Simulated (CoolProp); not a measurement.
A simple Rankine cycle with water: condensing at 292.15 K, boiler at 0.0246 MPa, turbine inlet 487.8 K, turbine efficiency 0.6, pump efficiency 0.8, no recuperator. Each further row changes one setting.

Values from CoolProp's reference Helmholtz-energy equation of state, Wagner 2002.

```
case                             thermal efficiency (%)  net work (kJ/kg)  heat in (kJ/kg)  turbine exit temperature (K)  volume ratio over the turbine
-------------------------------  ----------------------  ----------------  ---------------  ----------------------------  -----------------------------
as stated                                           8.8               248             2830                         358.0                           8.22
turbine inlet 507.8 K                               9.0               257       (withheld)                    (withheld)                           8.24
condensing temperature 284.15 K              (withheld)               288             2860                         336.7                           12.9
boiler pressure 0.0172 MPa                   (withheld)               219             2830                         373.4                           5.99
turbine efficiency 0.5                              7.3               206             2830                         379.8                           8.72
```

What belongs in the gaps?


- turbine inlet 507.8 K, heat in (kJ/kg): 2870
- turbine inlet 507.8 K, turbine exit temperature (K): 373.6
- condensing temperature 284.15 K, thermal efficiency (%): 10.1
- boiler pressure 0.0172 MPa, thermal efficiency (%): 7.7
